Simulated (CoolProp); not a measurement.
A simple Rankine cycle with neopentane: condensing at 318.15 K, boiler at 2.66 MPa, turbine inlet 462.2 K, turbine efficiency 0.7, pump efficiency 0.6, no recuperator. Each further row changes one setting.

The numbers come from the reference Helmholtz-energy equation of state, Lemmon 2006 in CoolProp. It is a short technical equation, of lower accuracy than the large ones.

```tsv
case	thermal efficiency (%)	net work (kJ/kg)	heat in (kJ/kg)	turbine exit temperature (K)	volume ratio over the turbine
as stated	10.7	58.0	544	414.8	10.2
turbine inlet 482.2 K	10.5	62.9	601	437.2	9.74
condensing temperature 310.15 K	11.5	65.0	563	411.1	12.8
boiler pressure 1.86 MPa	9.3	52.7	565	426.4	6.51
turbine efficiency 0.6	9.0	48.7	544	418.9	10.3
```
